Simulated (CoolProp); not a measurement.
n-decane at several states: density (kg/m³) from the reference equation and from simpler models built on Tc = 344.5 °C, pc = 2.101 MPa, ω = 0.488; each cubic takes its own stable root.

Values from CoolProp's reference Helmholtz-energy equation of state, Lemmon 2006. It is a short technical equation, of lower accuracy than the large ones.

```csv
T (°C),p (MPa),phase,reference
190.65,0.486,liquid,589.3
-15.25,12.3,liquid,765.4
10.05,0.0806,liquid,738.1
```

### Question
How far does each simpler model (van der Waals, Redlich-Kwong) lie from the reference over these 3 states: mean and median of the absolute difference, and the worst?

### Answer
- van der Waals: mean 63.1 %, median 47.1 %, worst -96.4 % at 190.65 °C and 0.486 MPa
- Redlich-Kwong: mean 21.7 %, median 21.3 %, worst -22.7 % at 190.65 °C and 0.486 MPa

At some of these states van der Waals gives the other phase, because its saturation line lies elsewhere.
